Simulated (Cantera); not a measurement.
# Transport properties of process gases

Gas mixture: C₂H₄ = 0.97 (molar parts), at 2670 Pa, frozen composition.

Cantera's kinetic-theory transport with the Lennard-Jones parameters of GRI-Mech 3.0, ideal gas; thermal conductivity in the mixture-averaged form.

| T (K) | ρ (kg/m³) | cp (J/kg/K) | μ (µPa s) | λ (mW/m/K) | Pr | D (cm²/s) CO₂ | D (cm²/s) OH | D (cm²/s) N₂ |
|---|---|---|---|---|---|---|---|---|
| 400 | 0.0225 | 1877 | 13.3 | 33.6 | 0.745 | 7.68 | 15.7 | 10.4 |
| 500 | 0.0180 | 2220 | 16.3 | 48.6 | 0.747 | 11.7 | 23.3 | 15.4 |
| 600 | 0.0150 | 2529 | 19.1 | 64.4 | 0.750 | 16.3 | 31.9 | 21.3 |
| 700 | 0.0129 | 2785 | 21.7 | 80.4 | 0.750 | 21.5 | 41.6 | 27.8 |
| 800 | 0.0112 | 2991 | 24.1 | 96.4 | 0.746 | 27.3 | 52.3 | 34.9 |
| 900 | 0.00999 | 3167 | 26.3 | 112 | 0.743 | 33.6 | 63.9 | 42.7 |
D: mixture-averaged diffusion coefficient of that species in the mixture.
